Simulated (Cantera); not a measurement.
Charge: 1 mol PbO, 9.1 mol CO, 0.39 mol N2, held at 1900 °C and 0.0133 bar.

Method: chemical equilibrium by Gibbs-energy minimisation in Cantera with the NASA 1993 tables (ideal gas, pure condensed phases). Candidate condensed phases: C, Pb, PbO, PbO2, Pb3O4; 27 gas species. Kinetics and transport are ignored.

Base state: CO 0.773, Pb 0.0948, CO2 0.0946, N2 0.0372, PbO 0.000492, O 0.000104, NO 2.98e-5, O2 2.81e-5 (mole fractions); condensed: gas only.

### Question
What changes in the equilibrium state with this change: PbO replaced by Cu2O?

### Answer
```tsv
species	before	after
CO	0.773	0.705
Cu	0	0.174
CO2	0.0946	0.0868
Pb	0.0948	0
N2	0.0372	0.0339
PbO	0.000492	0
Cu2	0	0.000151
NO	2.98e-5	2.86e-5
O2	2.81e-5	2.84e-5
O	0.000104	0.000105
```
Further candidate phases: Cu, CuO, Cu2O.

### Question
What changes in the equilibrium state with this change: temperature from 1900 °C to 2177 °C?

### Answer
```csv
species,before,after
CO,0.773,0.775
Pb,0.0948,0.0938
CO2,0.0946,0.0893
O,0.000104,0.00274
N2,0.0372,0.0369
O2,2.81e-5,0.000787
NO,2.98e-5,0.000278
PbO,0.000492,0.00114
```
